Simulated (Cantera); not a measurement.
A freely propagating, adiabatic, planar premixed flame of 50.0 % H₂, 12.5 % O₂, 37.5 % N₂, unburnt at 450 K and 0.580 bar; mixture-averaged transport, grid criteria slope 0.08 and curve 0.16, no radiation.

Cantera simulation using the H2/O2 subset of GRI-Mech 3.0, which has no nitrogen chemistry; the numbers are that mechanism's predictions, not measurements. Burning velocities carry a grid error of a few per cent, more on coarse grids.

Task: Predict: laminar burning velocity; thermal thickness; peak x(O); peak x(HO₂); peak x(OH).

Result: 
```json
{
 "laminar_burning_velocity": "623 cm/s",
 "thermal_thickness": "0.801 mm",
 "peak x(O)": "0.00482",
 "peak x(HO₂)": "0.000278",
 "peak x(OH)": "0.00589"
}
```
